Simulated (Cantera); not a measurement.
Input: 1 mol SiO₂, 5.6 mol Cl₂, 20 mol N₂, equilibrated at 0.430 bar.

Equilibrium computed with Cantera from the NASA thermochemical tables; the gas is ideal and each condensed phase is pure. Candidate condensed phases: Si, SiO₂, Si₂N₂O, Si₃N₄; 23 gas species. The tables hold silica as quartz up to 1696 K and as liquid above; real silica turns to tridymite and cristobalite and melts near 1996 K. Kinetics and transport are ignored.

x: gas mole fraction; n: condensed amount in mol.

```
T (K)   x N₂  x Cl₂     x Cl   x SiCl₄      x O₂  x NO    x ClO  n SiO₂(β-quartz)  n SiO₂(condensed)
-----  -----  -----  -------  --------  --------  ----  -------  ----------------  -----------------
1150   0.780  0.218  0.00195   9.54e-6   9.03e-6     ?  1.67e-7             1.000                  0
1200   0.780  0.217  0.00335   1.63e-5   1.53e-5     ?  3.38e-7             1.000                  0
1250   0.779  0.215  0.00552   2.66e-5   2.47e-5     ?  6.45e-7             0.999                  0
1300   0.778  0.213  0.00874   4.16e-5   3.83e-5     ?  1.17e-6             0.999                  0
1350   0.776  0.210   0.0133   6.27e-5   5.72e-5     ?  2.01e-6             0.998                  0
1400   0.774  0.207   0.0197   9.12e-5   8.24e-5     ?  3.30e-6             0.998                  0
1450   0.770  0.201   0.0282  0.000128  0.000115     ?  5.20e-6             0.997                  0
1500   0.766  0.194   0.0393  0.000175  0.000154     ?  7.87e-6             0.995                  0
1550   0.760  0.186   0.0532  0.000230  0.000201     ?  1.14e-5             0.994                  0
1600   0.754  0.175   0.0702  0.000294  0.000253     ?  1.60e-5             0.992                  0
1650   0.746  0.163   0.0902  0.000363  0.000307     ?  2.14e-5             0.990                  0
1700   0.737  0.149    0.113  0.000433  0.000361     ?  2.76e-5                 0              0.988
```

**Question.** Some entries are withheld; supply them.

**Answer.** 
- 1150, x NO: 8.57e-7
- 1200, x NO: 1.66e-6
- 1250, x NO: 3.04e-6
- 1300, x NO: 5.31e-6
- 1350, x NO: 8.87e-6
- 1400, x NO: 1.42e-5
- 1450, x NO: 2.19e-5
- 1500, x NO: 3.27e-5
- 1550, x NO: 4.71e-5
- 1600, x NO: 6.57e-5
- 1650, x NO: 8.88e-5
- 1700, x NO: 0.000116
